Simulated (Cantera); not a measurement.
A freely propagating, adiabatic, planar premixed flame of H2 : O2 : N2 : H2O = 1 : 0.278 : 0.972 : 0.15 (molar parts), equivalence ratio 1.8, unburnt at 500 K and 100.0 Torr; mixture-averaged transport, grid criteria slope 0.08 and curve 0.16, no radiation.

Model: the H2/O2 subset of GRI-Mech 3.0, which has no nitrogen chemistry, integrated in Cantera. Burning velocities carry a grid error of a few per cent, more on coarse grids.

x: mole fraction of selected species; z is measured from the peak of heat release.

```
z (mm)  T (K)  u (m/s)   x H2        x O2   x H2O        x OH       x HO2         x O
------  -----  -------  -----  ----------  ------  ----------  ----------  ----------
-16.5     500     5.12  0.417       0.116  0.0625       <1e-8       <1e-8       <1e-8
-11.0     500     5.12  0.417       0.116  0.0625       <1e-8       <1e-8       <1e-8
-8.27     500     5.12  0.417       0.116  0.0625       <1e-8       <1e-8       <1e-8
-5.51     500     5.12  0.417       0.116  0.0625       <1e-8     1.13e-7       <1e-8
-2.76     509     5.20  0.415       0.116  0.0631     3.12e-5     8.24e-5     5.76e-6
-1.38     674     6.78  0.390       0.111  0.0777    0.000366     5.02e-5    0.000161
0        1068     10.5  0.266      0.0703   0.168     0.00176     1.57e-5     0.00385
1.38     1320     12.8  0.160      0.0120   0.280     0.00393     2.42e-6     0.00434
2.76     1417     13.7  0.151  (withheld)   0.297  (withheld)  (withheld)  (withheld)
5.51     1522     14.6  0.158     0.00264   0.301     0.00568     4.37e-7     0.00300
11.0     1640     15.6  0.167     0.00212   0.304     0.00646     3.18e-7     0.00256
22.0     1766     16.6  0.176     0.00150   0.309     0.00679     2.13e-7     0.00192
44.1     1886     17.5  0.184    0.000934   0.314     0.00642     1.34e-7     0.00125
```

Fill in the missing entries.


- 2.76, x O2: 0.00363
- 2.76, x OH: 0.00472
- 2.76, x HO2: 6.74e-7
- 2.76, x O: 0.00327
